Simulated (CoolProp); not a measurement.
Oxygen at 271.43 K and 0.702 MPa flows at 6.2 m/s in a round tube of 6 mm bore and 45 µm roughness, fully developed (64/Re and Nu = 3.66 if laminar; Colebrook and Gnielinski if turbulent). Each further row changes one setting.

The numbers come from the reference Helmholtz-energy equation of state, Schmidt 1985 in CoolProp.

| case | Reynolds number | Darcy friction factor | pressure drop (Pa/m) | heat-transfer coefficient (W/(m² K)) | mass flow (kg/h) |
|---|---|---|---|---|---|
| as stated | 19400 | 0.0378 | 1220 | 311 | 6.32 |
| velocity 12.4 m/s | 38900 | 0.0363 | 4660 | 609 | 12.6 |
| diameter 12 mm | 38900 | 0.0306 | 491 | 253 | 25.3 |

Viscosity comes from a separate model (Lemmon 2004). Thermal conductivity comes from a separate model (Lemmon 2004).
